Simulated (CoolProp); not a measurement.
Properties of sulfur hexafluoride along the isobar 4.57 MPa (Tc = 318.7 K, pc = 3.755 MPa, ω = 0.210).

Values from CoolProp's reference Helmholtz-energy equation of state, Guder 2009.

| T (K) | phase | density (kg/m³) | conductivity (mW/(m K)) |
|---|---|---|---|
| 258.6 | liquid | 1690 | 69.5 |
| 269.8 | liquid | [?] | 66.2 |
| 281 | liquid | 1551 | 62.7 |
| 292.2 | liquid | 1468 | 58.9 |
| 303.4 | liquid | 1366 | 54.8 |
| 314.5 | liquid | 1227 | 49.9 |
| 325.7 | supercritical | [?] | 43.5 |
| 336.9 | supercritical | [?] | 28.7 |
| 348.1 | supercritical | 378.4 | 25.5 |
| 359.3 | supercritical | 331.3 | 24.4 |
| 370.5 | supercritical | 300.1 | 24.2 |

### Question
Complete the blanks.

### Answer

- 269.8, density (kg/m³): 1624
- 325.7, density (kg/m³): 923.9
- 336.9, density (kg/m³): 470.7

Thermal conductivity comes from a separate model (Assael 2012).
